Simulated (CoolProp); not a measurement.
Properties of CH3F (R41) along the isobar 5.2 MPa (Tc = 317.3 K, pc = 5.906 MPa, ω = 0.200).

Computed with CoolProp (reference Helmholtz-energy equation of state, Lemmon 2006). It is a short technical equation, of lower accuracy than the large ones.

```csv
T (K),phase,density (kg/m³),cp (kJ/(kg K)),isothermal compressibility (1/MPa)
315.3,gas,136.8,5.639,0.6016
329,gas,104.2,2.849,0.3520
342.7,gas,89.77,2.240,0.2941
356.4,gas,80.50,1.968,0.2664
370.1,gas,73.74,1.820,0.2497
383.9,gas,68.42,1.733,0.2384
397.6,gas,64.12,1.681,0.2304
411.3,gas,60.50,1.650,0.2243
425,gas,57.39,1.633,0.2195
```
